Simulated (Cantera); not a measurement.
An isothermal, constant-pressure homogeneous reactor starts with 90.5 % N2O, 7.69 % O2, 1.81 % N2, at 1150 K and 0.158 atm.

Model: GRI-Mech 3.0 (53 species, 325 reactions), integrated in Cantera. GRI-Mech 3.0 was tuned for natural gas; its chemistry of N2O as a main component is partial and can be far from experiment. The mechanism lacks the step 2 NO + O2 → 2 NO2, which can matter for NO2 below about 1400 K. The temperature is held fixed by assumption; the heat of reaction is taken as removed at once.

One state of this run: x N2O = 0.816; x O2 = 0.103; x NO = 0.00523; x N2 = 0.0763; x O = 7.98e-7; x NO2 = 9.71e-6. x: mole fraction; the columns are a selection and need not sum to one.

Task: Which value of t (s) does it belong to?
(A) 0.00112
(B) 0.00390
(C) 0.00209
(D) 2.00

Result: D, 2.00
